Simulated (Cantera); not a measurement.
Feed: 1 mol Nb, 9.8 mol H₂O, at 2823 K.

Method: chemical equilibrium by Gibbs-energy minimisation in Cantera with the NASA 1993 tables (ideal gas, pure condensed phases). Candidate condensed phases: H₂O, Nb, NbO, NbO₂, Nb₂O₅; 12 gas species. The numbers say what is thermodynamically allowed, not how fast it happens.

Problem. At 10.0 mbar, list the 7 most abundant gas species with their mole fractions, and the condensed phases.

Solution. H 0.370, H₂ 0.174, H₂O 0.148, O 0.120, OH 0.0902, NbO₂ 0.0560, O₂ 0.0409. Condensed: gas only.
